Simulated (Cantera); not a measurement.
A perfectly stirred reactor is fed with 2.88 % CH3OH, 10.8 % O2, 82.0 % N2, 4.32 % H2O, at 3.45 atm; it is adiabatic with a 775 K inlet, and is followed from long to short residence time, starting on the burning branch (τ in s: 0.068, 0.025, 0.0094, 0.0035, 0.0013, 0.00048, 0.00018, 6.7e-05, 2.5e-05, 9.2e-06, 3.4e-06).

Cantera simulation using GRI-Mech 3.0 (53 species, 325 reactions); the numbers are that mechanism's predictions, not measurements. GRI-Mech 3.0 was tuned for natural gas; its chemistry of methanol as a main component is partial and can be far from experiment.

Predict: blow-out, bracketed by the residence times tried; x(CH3OH) at τ = 68.0 ms; x(O2) at τ = 68.0 ms; x(H2O) at τ = 68.0 ms; x(H2O2) at τ = 68.0 ms; x(HO2) at τ = 68.0 ms; x(CH3OH) at τ = 0.480 ms; x(O2) at τ = 0.480 ms; x(H2O) at τ = 0.480 ms.


```json
{
 "blow_out_bracketed_by_the_residence_times_tried": "burning at 25.0 ms, out at 9.40 ms",
 "x(CH3OH) at τ = 68.0 ms": "8.92e-5",
 "x(O2) at τ = 68.0 ms": "0.0653",
 "x(H2O) at τ = 68.0 ms": "0.0988",
 "x(H2O2) at τ = 68.0 ms": "1.86e-6",
 "x(HO2) at τ = 68.0 ms": "3.17e-5",
 "x(CH3OH) at τ = 0.480 ms": "0.0288",
 "x(O2) at τ = 0.480 ms": "0.108",
 "x(H2O) at τ = 0.480 ms": "0.0432"
}
```
